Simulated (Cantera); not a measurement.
Input: 1 mol Pb, 8.9 mol NH₃, 56 mol N₂, held at 1175 °C and 0.133 bar.

Method: chemical equilibrium by Gibbs-energy minimisation in Cantera with the NASA 1993 tables (ideal gas, pure condensed phases). Candidate condensed phases: Pb; 11 gas species. The numbers say what is thermodynamically allowed, not how fast it happens.

Base state: N₂ 0.808, H₂ 0.178, Pb 0.0134, H 1.07e-5 (mole fractions); condensed: gas only.

Task: What changes in the equilibrium state with this change: NH₃ from 8.9 to 0.15 mol?

Result: 
```json
[
 {"species": "N₂", "before": "0.808", "after": "0.979"},
 {"species": "Pb", "before": "0.0134", "after": "0.0175"},
 {"species": "H₂", "before": "0.178", "after": "0.00393"},
 {"species": "H", "before": "1.07e-5", "after": "1.58e-6"}
]
```

Task: What changes in the equilibrium state with this change: NH₃ from 8.9 to 0.99 mol?

Result: 
```csv
species,before,after
N₂,0.808,0.958
H₂,0.178,0.0252
Pb,0.0134,0.0170
H,1.07e-5,4.01e-6
```
